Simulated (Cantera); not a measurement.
Feed: 1 mol BF₃, 1.3 mol H₂O, 100 mol H₂, at 0.0100 bar.

Method: chemical equilibrium by Gibbs-energy minimisation in Cantera with the NASA 1993 tables (ideal gas, pure condensed phases). Candidate condensed phases: B, B₂O₃, B₃O₃H₃, H₂O; 43 gas species. Equilibrium is a limit: real reactors are often held back by kinetics, nucleation or transport.

x: gas mole fraction; nothing condenses.

| T (K) | x H₂ | x HF | x BOF | x H₂O | x H | x BF₃ | x HBO₂ |
|---|---|---|---|---|---|---|---|
| 1225 | 0.970 | 0.0156 | 0.00655 | 0.00453 | 3.07e-6 | 0.00216 | 0.000552 |
| 1275 | 0.969 | 0.0170 | 0.00764 | 0.00383 | 7.26e-6 | 0.00143 | 0.000517 |
| 1325 | 0.969 | 0.0181 | 0.00829 | 0.00332 | 1.61e-5 | 0.000879 | 0.000473 |
| 1375 | 0.968 | 0.0188 | 0.00868 | 0.00299 | 3.37e-5 | 0.000512 | 0.000441 |
| 1425 | 0.968 | 0.0193 | 0.00891 | 0.00278 | [?] | [?] | 0.000423 |
| 1475 | 0.968 | 0.0195 | 0.00902 | 0.00266 | 0.000128 | 0.000161 | 0.000414 |
| 1525 | 0.968 | 0.0197 | 0.00907 | 0.00259 | [?] | [?] | 0.000412 |
| 1575 | 0.968 | 0.0198 | 0.00907 | 0.00255 | 0.000409 | 5.18e-5 | 0.000412 |
| 1625 | 0.967 | 0.0199 | 0.00904 | 0.00252 | 0.000694 | 3.04e-5 | 0.000413 |
| 1675 | 0.967 | 0.0200 | 0.00899 | 0.00251 | 0.00114 | 1.83e-5 | 0.000415 |
| 1725 | 0.966 | 0.0200 | 0.00892 | 0.00250 | 0.00183 | 1.13e-5 | 0.000416 |
| 1775 | 0.965 | 0.0201 | 0.00883 | 0.00250 | 0.00284 | 7.17e-6 | 0.000416 |

Task: What belongs in the gaps?

Result: 
- 1425, x H: 6.71e-5
- 1425, x BF₃: 0.000288
- 1525, x H: 0.000233
- 1525, x BF₃: 9.04e-5
